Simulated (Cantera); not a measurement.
Feed: 1 mol BCl3, 11 mol N2, at 1848.15 K and 8.00 mbar.

Cantera equilibrium calculation (NASA polynomials, part measured and part estimated; ideal gas, pure solids and liquids). Candidate condensed phases: B, BN; 10 gas species. The tables' values for BCl2, BCl are old estimates; treat these amounts as uncertain. The numbers say what is thermodynamically allowed, not how fast it happens.

Base state: N2 0.899, BCl3 0.0678, Cl 0.0196, BCl2 0.00808, BCl 0.00577, Cl2 1.98e-5 (mole fractions); condensed: gas only.

Question: What changes in the equilibrium state with this change: BCl3 replaced by BF3?

Answer: 
| species | before | after |
|---|---|---|
| N2 | 0.899 | 0.917 |
| BF3 | 0 | 0.0833 |
| F | 0 | 5.89e-5 |
| BCl3 | 0.0678 | 0 |
| Cl | 0.0196 | 0 |
| BCl2 | 0.00808 | 0 |
| BCl | 0.00577 | 0 |
| BF2 | 0 | 5.89e-5 |
| Cl2 | 1.98e-5 | 0 |
The tables' values for BF2 are old estimates; treat these amounts as uncertain.
